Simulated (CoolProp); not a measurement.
Benzene at 595.76 K and 6.35 MPa is throttled through a valve to 3.47 MPa with no heat exchange. Each further row changes one setting.

Computed with CoolProp (reference Helmholtz-energy equation of state, Thol 2012).

```json
[
 {"case": "as stated", "temperature change (K)": "-37.1", "final density (kg/m³)": "85.9"},
 {"case": "outlet pressure 1.04 MPa", "temperature change (K)": "-63.4", "final density (kg/m³)": "20.2"},
 {"case": "outlet pressure 4.51 MPa", "temperature change (K)": "-23.6", "final density (kg/m³)": "127"}
]
```
